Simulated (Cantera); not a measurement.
A closed system holds: 1 mol CF4, 3.8 mol H2, equilibrated at 3123 K and 58.0 mbar.

Method: chemical equilibrium by Gibbs-energy minimisation in Cantera with the NASA 1993 tables (ideal gas, pure condensed phases). Candidate condensed phases: C, C6H6, C7H8, C8H18; 95 gas species. Kinetics and transport are ignored.

Base state: HF 0.549, H 0.298, H2 0.0999, C3 0.0189, F 0.0126, C2H2 (acetylene) 0.00876, C2H 0.00531, C 0.00269 (mole fractions); condensed: C(graphite).

Question: What changes in the equilibrium state with this change: H2 from 3.8 to 2.7 mol?

Answer: 
```csv
species,before,after
HF,0.549,0.706
H,0.298,0.192
H2,0.0999,0.0415
F,0.0126,0.0250
C3,0.0189,0.0189
CF2,3.08e-5,0.000123
C6H2,1.25e-5,5.18e-6
CH2,1.29e-5,5.36e-6
C2H2 (vinylidene),3.62e-5,1.51e-5
"C(graphite), mol",0.305,0.538
```

Question: What changes in the equilibrium state with this change: H2 from 3.8 to 0.4 mol?

Answer: 
| species | before | after |
|---|---|---|
| F | 0.0126 | 0.605 |
| HF | 0.549 | 0.207 |
| CF | 0.00185 | 0.0894 |
| H | 0.298 | 0.00233 |
| H2 | 0.0999 | 6.10e-6 |
| CF2 | 3.08e-5 | 0.0717 |
| C3 | 0.0189 | 0.0189 |
| CF3 | 1.89e-9 | 0.000212 |
| CF4 | <1e-9 | 1.92e-5 |
| C4H2 | 0.000320 | 1.95e-8 |
| C(graphite), mol | 0.305 | 0.129 |
